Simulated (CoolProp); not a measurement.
50 sccm (0 °C, 1 atm) of nitrogen bubbles through liquid R1336mzz(Z) at 290.5 K and leaves saturated at a total pressure of 0.15 MPa (ideal gas phase). Each further row changes one setting.

Model: reference Helmholtz-energy equation of state, McLinden 2020, in CoolProp.

| case | vapour pressure (kPa) | mole fraction of vapour | delivery (mg/min) | delivery (sccm) | change of delivery for a bath 1 K warmer (%) |
|---|---|---|---|---|---|
| as stated | 54.0 | ___ | 206 | ___ | ___ |
| bath temperature 295.5 K | ___ | ___ | ___ | ___ | 7.5 |
| total pressure 0.3 MPa | 54.0 | 0.180 | 80.3 | ___ | 5.2 |

Task: Complete the blanks.

Result: 
- as stated, mole fraction of vapour: 0.360
- as stated, delivery (sccm): 28.1
- as stated, change of delivery for a bath 1 K warmer (%): 6.8
- bath temperature 295.5 K, vapour pressure (kPa): 66.2
- bath temperature 295.5 K, mole fraction of vapour: 0.442
- bath temperature 295.5 K, delivery (mg/min): 289
- bath temperature 295.5 K, delivery (sccm): 39.5
- total pressure 0.3 MPa, delivery (sccm): 11.0
